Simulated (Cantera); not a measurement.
Premixed flame

A freely propagating, adiabatic, planar premixed flame of H2 : O2 : N2 = 1 : 0.217 : 0.817 (molar parts), equivalence ratio 2.3, unburnt at 650 K and 97.5 Torr; mixture-averaged transport, grid criteria slope 0.08 and curve 0.16, no radiation.

Computed with Cantera and the H2/O2 subset of GRI-Mech 3.0, which has no nitrogen chemistry. Burning velocities carry a grid error of a few per cent, more on coarse grids.

```json
[
 {"z (mm)": "-20.1", "T (K)": "650", "u (m/s)": "7.77", "x H2": "0.492", "x O2": "0.107", "x H2O": "<1e-8", "x O": "<1e-8", "x H": "<1e-8", "x H2O2": "<1e-8"},
 {"z (mm)": "-13.4", "T (K)": "650", "u (m/s)": "7.77", "x H2": "0.492", "x O2": "0.107", "x H2O": "<1e-8", "x O": "<1e-8", "x H": "<1e-8", "x H2O2": "<1e-8"},
 {"z (mm)": "-10.0", "T (K)": "650", "u (m/s)": "7.77", "x H2": "0.492", "x O2": "0.107", "x H2O": "<1e-8", "x O": "<1e-8", "x H": "<1e-8", "x H2O2": "<1e-8"},
 {"z (mm)": "-6.69", "T (K)": "650", "u (m/s)": "7.77", "x H2": "0.492", "x O2": "0.107", "x H2O": "1.30e-7", "x O": "1.10e-8", "x H": "1.27e-6", "x H2O2": "<1e-8"},
 {"z (mm)": "-3.35", "T (K)": "660", "u (m/s)": "7.88", "x H2": "0.490", "x O2": "0.106", "x H2O": "0.000738", "x O": "1.22e-5", "x H": "0.000824", "x H2O2": "1.87e-7"},
 {"z (mm)": "-1.67", "T (K)": "762", "u (m/s)": "9.01", "x H2": "0.467", "x O2": "0.103", "x H2O": "0.0107", "x O": "0.000268", "x H": "0.0132", "x H2O2": "1.41e-7"},
 {"z (mm)": "0", "T (K)": "1095", "u (m/s)": "12.7", "x H2": "0.326", "x O2": "0.0561", "x H2O": "0.108", "x O": "0.00387", "x H": "0.0904", "x H2O2": "1.72e-7"},
 {"z (mm)": "1.67", "T (K)": "1321", "u (m/s)": "15.2", "x H2": "0.229", "x O2": "0.00439", "x H2O": "0.210", "x O": "0.00200", "x H": "0.135", "x H2O2": "8.57e-8"},
 {"z (mm)": "3.35", "T (K)": "1404", "u (m/s)": "16.0", "x H2": "0.228", "x O2": "0.000752", "x H2O": "0.218", "x O": "0.00131", "x H": "0.129", "x H2O2": "7.60e-8"},
 {"z (mm)": "6.69", "T (K)": "1502", "u (m/s)": "17.0", "x H2": "0.237", "x O2": "0.000549", "x H2O": "0.220", "x O": "0.00128", "x H": "0.115", "x H2O2": "7.55e-8"},
 {"z (mm)": "13.4", "T (K)": "1618", "u (m/s)": "18.2", "x H2": "0.248", "x O2": "0.000476", "x H2O": "0.221", "x O": "0.00117", "x H": "0.0981", "x H2O2": "6.19e-8"},
 {"z (mm)": "26.8", "T (K)": "1742", "u (m/s)": "19.4", "x H2": "0.260", "x O2": "0.000366", "x H2O": "0.224", "x O": "0.000953", "x H": "0.0798", "x H2O2": "4.05e-8"},
 {"z (mm)": "53.5", "T (K)": "1861", "u (m/s)": "20.5", "x H2": "0.271", "x O2": "0.000250", "x H2O": "0.227", "x O": "0.000681", "x H": "0.0621", "x H2O2": "2.31e-8"}
]
```
x: mole fraction of selected species; z is measured from the peak of heat release.

| Property | Result |
|---|---|
| laminar burning velocity | 777 cm/s |
| thermal thickness | 6.69 mm |
| peak x(O) | 0.00424 |
| peak x(H) | 0.135 |
| peak x(H2O2) | 2.17e-7 |
| grid points | 145 |
